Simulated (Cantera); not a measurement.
An adiabatic, constant-volume homogeneous reactor starts with C3H8 : O2 : N2 = 1 : 3.85 : 15 (molar parts), at 1675 K and 79000 Pa. Integrator tolerance rtol = 1e-08.

Model: GRI-Mech 3.0 (53 species, 325 reactions), integrated in Cantera. GRI-Mech 3.0 was tuned for natural gas; its chemistry of propane as a main component is partial and can be far from experiment.

**Question.** What does this change do: constant pressure in place of constant volume?

**Answer.** 
| quantity | before | after |
|---|---|---|
| time of steepest temperature rise | 26.2 µs | 30.3 µs |
| temperature at 1.00 s | 2992 K | 2818 K |
| equilibrium temperature | 2992 K | 2818 K |
| x(C3H8) at 1.00 s | <1e-12 (gas-phase equilibrium <1e-12) | <1e-12 (gas-phase equilibrium <1e-12) |
| x(O2) at 1.00 s | 0.00913 (gas-phase equilibrium 0.00913) | 0.00733 (gas-phase equilibrium 0.00733) |
| x(NO) at 1.00 s | 0.00896 (gas-phase equilibrium 0.00896) | 0.00645 (gas-phase equilibrium 0.00645) |
| x(CH2CO) at 1.00 s | <1e-12 (gas-phase equilibrium <1e-12) | <1e-12 (gas-phase equilibrium <1e-12) |
| x(OH) at 1.00 s | 0.0222 (gas-phase equilibrium 0.0222) | 0.0176 (gas-phase equilibrium 0.0176) |

**Question.** What does this change do: O2 3.85 to 1.7 parts?

**Answer.** 
| quantity | before | after |
|---|---|---|
| time of steepest temperature rise | 26.2 µs | 48.4 µs |
| temperature at 1.00 s | 2992 K | 2277 K |
| equilibrium temperature | 2992 K | 2277 K |
| x(C3H8) at 1.00 s | <1e-12 (gas-phase equilibrium <1e-12) | <1e-12 (gas-phase equilibrium <1e-12) |
| x(O2) at 1.00 s | 0.00913 (gas-phase equilibrium 0.00913) | 2.31e-8 (gas-phase equilibrium 2.31e-8) |
| x(NO) at 1.00 s | 0.00896 (gas-phase equilibrium 0.00896) | 4.62e-6 (gas-phase equilibrium 4.62e-6) |
| x(CH2CO) at 1.00 s | <1e-12 (gas-phase equilibrium <1e-12) | <1e-12 (gas-phase equilibrium <1e-12) |
| x(OH) at 1.00 s | 0.0222 (gas-phase equilibrium 0.0222) | 4.53e-5 (gas-phase equilibrium 4.53e-5) |
